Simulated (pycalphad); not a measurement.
## Phase fractions of Si-0.9677Cu (wt.%)

All values are pycalphad results on the COST 507 light-alloy database (1999) (1 atm), not direct measurements. The data set is of 1999 and partly superseded. Amounts are mole fractions of atoms. Kinetics are ignored, which matters at the lower temperatures.

```tsv
T (K)	liquid	diamond (Si)	CU19SI6_ETA
1690	1.000	-	-
1610	0.032	0.968	-
1530	0.017	0.983	-
1450	0.012	0.988	-
1370	0.009	0.991	-
1290	0.008	0.992	-
1210	0.007	0.993	-
1130	0.006	0.994	-
1050	-	0.994	0.006
970	-	0.994	0.006
890	-	0.994	0.006
810	-	0.994	0.006
730	-	0.994	0.006
650	-	0.994	0.006
570	-	0.994	0.006
```

Database names, with the compositions (at.%) that they take in these runs: CU19SI6_ETA: Cu 76 Si 24.
